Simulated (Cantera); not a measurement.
A closed system holds: 1 mol CH3Cl, 0.12 mol H2, equilibrated at 825 K and 0.345 Torr.

These are equilibrium values from Cantera (NASA tables, ideal gas, pure condensed phases), not measurements of a reactor. Candidate condensed phases: C, C6H6, C7H8, C8H18; 91 gas species. The numbers say what is thermodynamically allowed, not how fast it happens.

Base state: H2 0.528, HCl 0.472, CH4 0.000116 (mole fractions); condensed: C(graphite).

What changes in the equilibrium state with this change: pressure from 0.345 Torr to 5.55 Torr?


```tsv
species	before	after
H2	0.528	0.526
HCl	0.472	0.473
CH4	0.000116	0.00185
C(graphite), mol	1.000	0.996
```

What changes in the equilibrium state with this change: pressure from 0.345 Torr to 100 Torr?


| species | before | after |
|---|---|---|
| H2 | 0.528 | 0.486 |
| HCl | 0.472 | 0.485 |
| CH4 | 0.000116 | 0.0285 |
| C(graphite), mol | 1.000 | 0.941 |

What changes in the equilibrium state with this change: temperature from 825 K to 2648.15 K?


| species | before | after |
|---|---|---|
| H | <1e-9 | 0.635 |
| Cl | <1e-9 | 0.221 |
| H2 | 0.528 | 0.0857 |
| HCl | 0.472 | 0.0427 |
| C3 | <1e-9 | 0.00948 |
| C | <1e-9 | 0.00247 |
| C(graphite), mol | 1.000 | 0.853 |
